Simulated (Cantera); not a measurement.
Charge: 1 mol CuO, 14 mol CO, equilibrated at 1950 °C and 1 atm.

Method: chemical equilibrium by Gibbs-energy minimisation in Cantera with the NASA 1993 tables (ideal gas, pure condensed phases). Candidate condensed phases: C, Cu, CuO, Cu₂O; 15 gas species. The numbers say what is thermodynamically allowed, not how fast it happens.

Base state: CO 0.903, CO₂ 0.0695, Cu 0.0272, Cu₂ 0.000221 (mole fractions); condensed: Cu(l).

What changes in the equilibrium state with this change: pressure from 1 atm to 0.00133 bar?


```csv
species,before,after
CO,0.903,0.867
Cu,0.0272,0.0666
CO₂,0.0695,0.0649
O,1.67e-6,0.00124
O₂,2.90e-7,0.000209
Cu₂,0.000221,1.74e-6
"Cu(l), mol",0.602,0
```
